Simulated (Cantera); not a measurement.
An isothermal, constant-pressure homogeneous reactor starts with C₂H₆ : N₂ : H₂O = 1 : 6.2 : 0.034 (molar parts), at 1925 K and 100000 Pa.

Model: GRI-Mech 3.0 (53 species, 325 reactions), integrated in Cantera. GRI-Mech 3.0 stops at C3 and has no aromatics, soot or wall deposition, so with more carbon than oxygen in the feed, carbon stays in small species such as C2H2 where larger ones or solid carbon would form.

### Question
Predict: x(C₂H₆) at 3.00 s; x(CH₂) at 3.00 s; x(HCN) at 3.00 s; x(C₂H₂) at 3.00 s; x(H) at 3.00 s; x(CH₃) at 3.00 s; x(C₂H) at 3.00 s.

### Answer
```
Item                                                  Result
-----------------  -----------------------------------------
x(C₂H₆) at 3.00 s    3.69e-8 (gas-phase equilibrium 1.72e-8)
x(CH₂) at 3.00 s     8.39e-8 (gas-phase equilibrium 5.72e-8)
x(HCN) at 3.00 s      0.000201 (gas-phase equilibrium 0.114)
x(C₂H₂) at 3.00 s       0.105 (gas-phase equilibrium 0.0487)
x(H) at 3.00 s     0.000451 (gas-phase equilibrium 0.000452)
x(CH₃) at 3.00 s     3.31e-5 (gas-phase equilibrium 2.26e-5)
x(C₂H) at 3.00 s     3.10e-6 (gas-phase equilibrium 1.43e-6)
```
